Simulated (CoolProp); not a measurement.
R114 along the isobar 22.5 bar: Z from the reference equation and from simpler models built on Tc = 420.6 K, pc = 33.52 bar, ω = 0.252; each cubic takes its own stable root.

Values from CoolProp's reference Helmholtz-energy equation of state, Platzer 1990. This equation is an older, rougher fit; its heat capacities, sound speeds and derivatives of the liquid may be far off and weren't checked against measurements.

```json
[
 {"T (K)": "336.3", "phase": "liquid", "reference": "0.1026"},
 {"T (K)": "344.7", "phase": "liquid", "reference": "0.1025"},
 {"T (K)": "353.1", "phase": "liquid", "reference": "0.1026"},
 {"T (K)": "361.4", "phase": "liquid", "reference": "0.1031"},
 {"T (K)": "369.8", "phase": "liquid", "reference": "0.1040"},
 {"T (K)": "378.1", "phase": "liquid", "reference": "0.1055"},
 {"T (K)": "386.5", "phase": "liquid", "reference": "0.1079"},
 {"T (K)": "394.9", "phase": "liquid", "reference": "0.1122"},
 {"T (K)": "403.2", "phase": "gas", "reference": "0.6282"},
 {"T (K)": "411.6", "phase": "gas", "reference": "0.6740"},
 {"T (K)": "419.9", "phase": "gas", "reference": "0.7083"},
 {"T (K)": "428.3", "phase": "gas", "reference": "0.7364"},
 {"T (K)": "436.6", "phase": "gas", "reference": "0.7596"},
 {"T (K)": "445", "phase": "gas", "reference": "0.7798"}
]
```

Task: How far does each simpler model (van der Waals, Redlich-Kwong, Soave-Redlich-Kwong, Peng-Robinson) lie from the reference over these 14 states: mean and median of the absolute difference, and the worst?

Result: 
- van der Waals: mean 98.0 %, median 54.9 %, worst +504.4 % at 394.9 K and 22.5 bar
- Redlich-Kwong: mean 39.4 %, median 10.2 %, worst +449.6 % at 394.9 K and 22.5 bar
- Soave-Redlich-Kwong: mean 5.5 %, median 5.4 %, worst +14.4 % at 394.9 K and 22.5 bar
- Peng-Robinson: mean 3.3 %, median 2.2 %, worst -7.2 % at 336.3 K and 22.5 bar

At some of these states van der Waals, Redlich-Kwong gives the other phase, because its saturation line lies elsewhere.
